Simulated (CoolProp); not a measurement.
The fluid at 877.63 K and 18.6 MPa is compressed adiabatically to 40.2 MPa with isentropic efficiency 0.85. The same conditions are run with several fluids, on thermodynamics alone (safety and materials aside).

Model: reference Helmholtz-energy equation of state of each fluid (carbon dioxide: Span 1996; dry air: Lemmon 2000; nitrogen: Span 2000; oxygen: Schmidt 1985), in CoolProp. Blends and air are pseudo-pure fits.

| fluid | work (kJ/kg) | final temperature (K) | final density (kg/m³) |
|---|---|---|---|
| carbon dioxide | 171 | … | 190 |
| dry air | 276 | 1102.6 | … |
| nitrogen | … | 1105.3 | 108 |
| oxygen | 245 | 1090.9 | 129 |

### Question
Fill in the missing entries.

### Answer

- carbon dioxide, final temperature (K): 1016.6
- dry air, final density (kg/m³): 113
- nitrogen, work (kJ/kg): 288

Above 300 K oxygen's equation is extrapolated.
